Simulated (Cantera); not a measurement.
# Low-pressure radical oxidation in H2/O2

An isothermal, constant-pressure homogeneous reactor starts with H2 : O2 : N2 = 0.27 : 1 : 2.3 (molar parts), at 950 K and 20.0 Torr.

Computed with Cantera and GRI-Mech 3.0 (53 species, 325 reactions). Radical loss at walls, strong at low pressure, is not modelled. The temperature is held fixed by assumption; the heat of reaction is taken as removed at once.

```json
[
 {"t (s)": "4.00e-6", "x H2": "0.0756", "x O2": "0.280", "x NO": "<1e-12", "x H": "<1e-12", "x H2O": "<1e-12", "x H2O2": "<1e-12", "x N2O": "<1e-12"},
 {"t (s)": "1.75e-5", "x H2": "0.0756", "x O2": "0.280", "x NO": "<1e-12", "x H": "1.66e-12", "x H2O": "<1e-12", "x H2O2": "<1e-12", "x N2O": "<1e-12"},
 {"t (s)": "7.61e-5", "x H2": "0.0756", "x O2": "0.280", "x NO": "<1e-12", "x H": "7.02e-12", "x H2O": "<1e-12", "x H2O2": "<1e-12", "x N2O": "<1e-12"},
 {"t (s)": "0.000332", "x H2": "0.0756", "x O2": "0.280", "x NO": "<1e-12", "x H": "3.72e-11", "x H2O": "1.74e-11", "x H2O2": "<1e-12", "x N2O": "<1e-12"},
 {"t (s)": "0.00145", "x H2": "0.0756", "x O2": "0.280", "x NO": "<1e-12", "x H": "1.34e-9", "x H2O": "1.86e-9", "x H2O2": "<1e-12", "x N2O": "<1e-12"},
 {"t (s)": "0.00632", "x H2": "0.0723", "x O2": "0.278", "x NO": "7.17e-11", "x H": "0.00160", "x H2O": "0.00246", "x H2O2": "2.02e-8", "x N2O": "1.23e-11"},
 {"t (s)": "0.0276", "x H2": "0.000580", "x O2": "0.251", "x NO": "3.77e-7", "x H": "0.000488", "x H2O": "0.0775", "x H2O2": "2.42e-7", "x N2O": "3.36e-9"},
 {"t (s)": "0.120", "x H2": "2.84e-5", "x O2": "0.252", "x NO": "3.76e-7", "x H": "2.26e-6", "x H2O": "0.0785", "x H2O2": "1.10e-7", "x N2O": "4.17e-9"},
 {"t (s)": "0.525", "x H2": "1.52e-6", "x O2": "0.252", "x NO": "3.73e-7", "x H": "4.18e-8", "x H2O": "0.0786", "x H2O2": "3.23e-8", "x N2O": "4.34e-9"},
 {"t (s)": "2.29", "x H2": "7.24e-8", "x O2": "0.252", "x NO": "3.73e-7", "x H": "1.52e-9", "x H2O": "0.0786", "x H2O2": "8.15e-9", "x N2O": "4.41e-9"},
 {"t (s)": "10.0", "x H2": "7.57e-9", "x O2": "0.252", "x NO": "3.75e-7", "x H": "9.98e-11", "x H2O": "0.0786", "x H2O2": "2.08e-9", "x N2O": "4.44e-9"}
]
```
x: mole fraction; the columns are a selection and need not sum to one.

Equilibrium at this temperature and pressure: H2 1.76e-11, O2 0.252, NO 1.78e-5, H <1e-12, H2O 0.0786, H2O2 9.25e-12, N2O 2.32e-10 (gas phase only).
